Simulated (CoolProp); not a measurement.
Model: reference Helmholtz-energy equation of state, Colonna 2008, in CoolProp. It is a short technical equation, of lower accuracy than the large ones.

Task: For dodecamethylcyclohexasiloxane (D6), give the phase and the density (kg/m³), cp (kJ/(kg K)), cv (kJ/(kg K)), Joule-Thomson coefficient (K/MPa) at 620 K and 0.522 bar; 620 K and 14 bar.

Result: 
- 620 K and 0.522 bar: gas; density 4.63, cp 1.96, cv 1.94, Joule-Thomson coefficient 10.1
- 620 K and 14 bar: liquid; density 540, cp 2.29, cv 1.98, Joule-Thomson coefficient 1.51
